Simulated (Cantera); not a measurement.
An isothermal, constant-pressure homogeneous reactor starts with 84.0 % NH3, 16.0 % N2, at 1723 K and 0.750 bar.

Detailed kinetics in Cantera: the gas-phase N/H chemistry of the illustrative SiF4/NH3 mechanism in the Surface Chemkin manual (1991). Walls and surfaces, which speed up NH3 decomposition in real reactors, are not modelled.

Q: Predict: x(NH3) at 10.0 s; x(N) at 10.0 s; x(NH2) at 10.0 s; x(N2H4) at 10.0 s; x(H2) at 10.0 s.

A: 
| Property | Result |
|---|---|
| x(NH3) at 10.0 s | 0.0316 (gas-phase equilibrium 8.15e-6) |
| x(N) at 10.0 s | 1.48e-8 (gas-phase equilibrium 5.64e-12) |
| x(NH2) at 10.0 s | 1.83e-5 (gas-phase equilibrium 5.37e-9) |
| x(N2H4) at 10.0 s | 1.61e-9 (gas-phase equilibrium <1e-12) |
| x(H2) at 10.0 s | 0.659 (gas-phase equilibrium 0.685) |
